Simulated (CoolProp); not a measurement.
The fluid at 298.15 K and 4.27 MPa flows at 0.47 m/s in a round tube of 6 mm bore and 1.5 µm roughness, fully developed (64/Re and Nu = 3.66 if laminar; Colebrook and Gnielinski if turbulent). The same conditions are run with several fluids, on thermodynamics alone (safety and materials aside).

Computed with CoolProp (reference Helmholtz-energy equation of state of each fluid (R227EA: Lemmon 2016; n-butane: Bücker 2006; n-heptane: Span 2003; n-hexane: Thol 2019)).

Rank R227EA, n-butane, n-heptane, n-hexane by Reynolds number, highest first.

R227EA (15200), n-butane (9770), n-hexane (5970), n-heptane (4720)

| fluid | Darcy friction factor | pressure drop (Pa/m) | heat-transfer coefficient (W/(m² K)) | mass flow (kg/h) |
|---|---|---|---|---|
| R227EA | 0.0282 | 734 | 1050 | 67.7 |
| n-butane | 0.0315 | 336 | 1090 | 27.7 |
| n-heptane | 0.0383 | 482 | 787 | 32.7 |
| n-hexane | 0.0359 | 435 | 906 | 31.5 |

Transport values come from each fluid's own correlations; those of R227EA are estimates that may be off by 10 % or more.
